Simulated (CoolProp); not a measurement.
Vapour-liquid equilibrium of m-xylene (1) + o-xylene (2) at 165.05 °C; x and y are mole fractions of (1).

The numbers come from the multi-fluid Helmholtz-energy mixture model, Zhou 2012 and Zhou 2012; pair parameters Bell 2016 in CoolProp.

Problem. Give the bubble pressure and the first vapour's composition at x = 0.2, 0.5, 0.95. Is there an azeotrope?

Solution. x = 0.2: 0.1745 MPa, y = 0.220; x = 0.5: 0.1820 MPa, y = 0.532; x = 0.95: 0.1929 MPa, y = 0.955. No azeotrope shows between x = 0.05 and 0.95.

The pair parameters rest on a limited set of measurements; away from them the model extrapolates.
